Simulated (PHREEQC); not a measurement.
# Hard or scaling water

Dissolve 0.087 mol/kgw MgCl2, 0.0013 mol/kgw Na2SO4 and 0.0072 mol/kgw MgSO4 at 53 °C. Closed to the air; pH follows from the charge balance.

All values are PHREEQC results (ion-association model, wateq4f.dat), not measurements.

```
Item                    Value
--------------  -------------
ionic strength  0.269 mol/kgw
```

```json
[
 {"species": "Cl-", "molality": "0.174", "activity": "0.118", "log γ": "-0.170"},
 {"species": "Mg+2", "molality": "0.0880", "activity": "0.0267", "log γ": "-0.518"},
 {"species": "MgSO4", "molality": "0.00625", "activity": "0.00665", "log γ": "0.027"},
 {"species": "Na+", "molality": "0.00259", "activity": "0.00186", "log γ": "-0.145"},
 {"species": "SO4-2", "molality": "0.00224", "activity": "0.000550", "log γ": "-0.609"},
 {"species": "NaSO4-", "molality": "8.40e-6", "activity": "6.02e-6", "log γ": "-0.144"}
]
```

No solid was allowed to form. At this temperature some constants are extrapolated from 25 °C, and those without enthalpy data are left unchanged.
